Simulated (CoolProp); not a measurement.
n-decane along the isotherm 620 K: density (kg/m³) from the reference equation and from simpler models built on Tc = 617.7 K, pc = 2101 kPa, ω = 0.488; each cubic takes its own stable root.

Model: reference Helmholtz-energy equation of state, Lemmon 2006, in CoolProp. It is a short technical equation, of lower accuracy than the large ones.

```tsv
p (kPa)	phase	reference
66.5	gas	1.856
136	gas	3.842
280	gas	8.121
575	gas	17.70
1180	gas	42.60
2430	supercritical	342.9
4980	supercritical	426.7
10200	supercritical	475.7
21000	supercritical	522.7
```

### Question
How far does each simpler model (ideal gas, van der Waals, Redlich-Kwong, Soave-Redlich-Kwong, Peng-Robinson) lie from the reference over these 9 states: mean and median of the absolute difference, and the worst?

### Answer
- ideal gas: mean 26.9 %, median 10.9 %, worst -80.4 % at 620 K and 2430 kPa
- van der Waals: mean 15.9 %, median 4.7 %, worst -36.2 % at 620 K and 2430 kPa
- Redlich-Kwong: mean 8.0 %, median 1.9 %, worst -25.3 % at 620 K and 2430 kPa
- Soave-Redlich-Kwong: mean 8.2 %, median 2.0 %, worst -26.3 % at 620 K and 2430 kPa
- Peng-Robinson: mean 4.0 %, median 0.6 %, worst -18.9 % at 620 K and 2430 kPa
